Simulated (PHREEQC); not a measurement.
Phosphoric acid bath: speciation

Solution (25 °C): 31 mmol/kgw H3PO4 and 0.23 mmol/kgw NaOH. Closed to the air; pH follows from the charge balance.

The numbers come from PHREEQC with the ion-association model, phreeqc.dat.

```json
{
  "pH": "1.95",
  "ionic_strength": "0.0126 mol/kgw",
  "specific_conductance": "4360 µS/cm",
  "total_alkalinity": "-30.8 meq/kg"
}
```

```json
[
 {"species": "H3PO4", "molality": "0.0184", "activity": "0.0185", "log γ": "0.001"},
 {"species": "H2PO4-", "molality": "0.0126", "activity": "0.0112", "log γ": "-0.048"},
 {"species": "H+", "molality": "0.0123", "activity": "0.0112", "log γ": "-0.043"},
 {"species": "Na+", "molality": "0.000230", "activity": "0.000206", "log γ": "-0.049"},
 {"species": "HPO4-2", "molality": "9.76e-8", "activity": "6.26e-8", "log γ": "-0.193"}
]
```

Precipitation was switched off in this run.
